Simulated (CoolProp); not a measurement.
Values from CoolProp's reference Helmholtz-energy equation of state, Thol 2018.

Problem. Give the vapour pressure (bar), liquid density (kg/m³), vapour density (kg/m³), enthalpy of vaporisation (kJ/kg) of saturated hydrogen chloride at 283.1 K.

Solution. 
| T (K) | p (bar) | liquid density (kg/m³) | vapour density (kg/m³) | enthalpy of vaporisation (kJ/kg) |
|---|---|---|---|---|
| 283.1 | 33.3 | 886 | 73.9 | 286 |
